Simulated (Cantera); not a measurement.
An isothermal, constant-pressure homogeneous reactor starts with NH₃ : N₂ = 1 : 1.8 (molar parts), at 2400 K and 10.00 Torr. Integrator tolerance rtol = 1e-08.

Detailed kinetics in Cantera: the gas-phase N/H chemistry of the illustrative SiF4/NH3 mechanism in the Surface Chemkin manual (1991). Walls and surfaces, which speed up NH3 decomposition in real reactors, are not modelled.

Task: What does this change do: pressure from 10.00 Torr to 120 Torr?

Result: 
| quantity | before | after |
|---|---|---|
| x(NH₃) at 3.00 s | 3.47e-8 (gas-phase equilibrium 2.33e-8) | 3.34e-7 (gas-phase equilibrium 3.34e-7) |
| x(N) at 3.00 s | 6.38e-7 (gas-phase equilibrium 7.32e-7) | 2.14e-7 (gas-phase equilibrium 2.14e-7) |
| x(NH) at 3.00 s | 8.68e-8 (gas-phase equilibrium 8.33e-8) | 8.92e-8 (gas-phase equilibrium 8.92e-8) |
| x(H) at 3.00 s | 0.0691 (gas-phase equilibrium 0.0807) | 0.0246 (gas-phase equilibrium 0.0246) |
| x(NH₂) at 3.00 s | 2.24e-8 (gas-phase equilibrium 1.80e-8) | 7.04e-8 (gas-phase equilibrium 7.04e-8) |
| x(N₂H₂) at 3.00 s | <1e-12 (gas-phase equilibrium <1e-12) | <1e-12 (gas-phase equilibrium <1e-12) |

Task: What does this change do: NH3 1 to 4.4 parts?

Result: 
| quantity | before | after |
|---|---|---|
| x(NH₃) at 3.00 s | 3.47e-8 (gas-phase equilibrium 2.33e-8) | 4.65e-8 (gas-phase equilibrium 3.68e-8) |
| x(N) at 3.00 s | 6.38e-7 (gas-phase equilibrium 7.32e-7) | 5.99e-7 (gas-phase equilibrium 5.75e-7) |
| x(NH) at 3.00 s | 8.68e-8 (gas-phase equilibrium 8.33e-8) | 9.17e-8 (gas-phase equilibrium 8.26e-8) |
| x(H) at 3.00 s | 0.0691 (gas-phase equilibrium 0.0807) | 0.0964 (gas-phase equilibrium 0.102) |
| x(NH₂) at 3.00 s | 2.24e-8 (gas-phase equilibrium 1.80e-8) | 2.66e-8 (gas-phase equilibrium 2.25e-8) |
| x(N₂H₂) at 3.00 s | <1e-12 (gas-phase equilibrium <1e-12) | <1e-12 (gas-phase equilibrium <1e-12) |

Task: What does this change do: N2 1.8 to 17 parts?

Result: 
```tsv
quantity	before	after
x(NH₃) at 3.00 s	3.47e-8 (gas-phase equilibrium 2.33e-8)	1.84e-8 (gas-phase equilibrium 2.20e-9)
x(N) at 3.00 s	6.38e-7 (gas-phase equilibrium 7.32e-7)	5.33e-7 (gas-phase equilibrium 9.14e-7)
x(NH) at 3.00 s	8.68e-8 (gas-phase equilibrium 8.33e-8)	6.23e-8 (gas-phase equilibrium 4.40e-8)
x(H) at 3.00 s	0.0691 (gas-phase equilibrium 0.0807)	0.0163 (gas-phase equilibrium 0.0341)
x(NH₂) at 3.00 s	2.24e-8 (gas-phase equilibrium 1.80e-8)	1.38e-8 (gas-phase equilibrium 4.01e-9)
x(N₂H₂) at 3.00 s	<1e-12 (gas-phase equilibrium <1e-12)	<1e-12 (gas-phase equilibrium <1e-12)
```
